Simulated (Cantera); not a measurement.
Charge: 1 mol Ti(OiPr)₄, 7.7 mol H₂O, 15 mol H₂, at 900 °C and 13.3 mbar.

Method: chemical equilibrium by Gibbs-energy minimisation in Cantera with the NASA 1993 tables (ideal gas, pure condensed phases). Candidate condensed phases: C, C₆H₆, C₇H₈, C₈H₁₈, H₂O, Ti, TiC, TiO, TiO₂, Ti₂O₃, Ti₃O₅, Ti₄O₇; 113 gas species. The feed counts by its element totals alone. Kinetics and transport are ignored.

Base state: H₂ 0.785, CO 0.215, CH₄ 0.000160, H₂O 7.97e-5, CO₂ 1.71e-5 (mole fractions); condensed: C(graphite) + Ti₃O₅(s).

Task: What changes in the equilibrium state with this change: H₂O from 7.7 to 0.25 mol?

Result: 
```
species             before     after
----------------  --------  --------
H₂                   0.785     0.919
CO                   0.215    0.0811
CH₄               0.000160  0.000219
CO₂                1.71e-5   2.45e-6
H₂O                7.97e-5   3.53e-5
C(graphite), mol      1.96      9.41
Ti₃O₅(s), mol        0.333     0.333
```

Task: What changes in the equilibrium state with this change: temperature from 900 °C to 1577 °C?

Result: 
```json
[
 {"species": "H₂", "before": "0.785", "after": "0.760"},
 {"species": "CO", "before": "0.215", "after": "0.236"},
 {"species": "H", "before": "9.05e-7", "after": "0.00407"},
 {"species": "CH₄", "before": "0.000160", "after": "3.71e-8"},
 {"species": "CO₂", "before": "1.71e-5", "after": "5.62e-6"},
 {"species": "H₂O", "before": "7.97e-5", "after": "7.28e-5"},
 {"species": "C(graphite), mol", "before": "1.96", "after": "0"},
 {"species": "Ti₃O₅(s), mol", "before": "0.333", "after": "0"},
 {"species": "TiC(s), mol", "before": "0", "after": "0.652"},
 {"species": "TiO(s), mol", "before": "0", "after": "0.348"}
]
```
Mutual solubility and eutectic melting of coexisting phases are not modelled. TiC, TiO: taken at fixed stoichiometry. Condensed phases not in the tables: solid solutions among these carbides, nitrides and lower oxides.
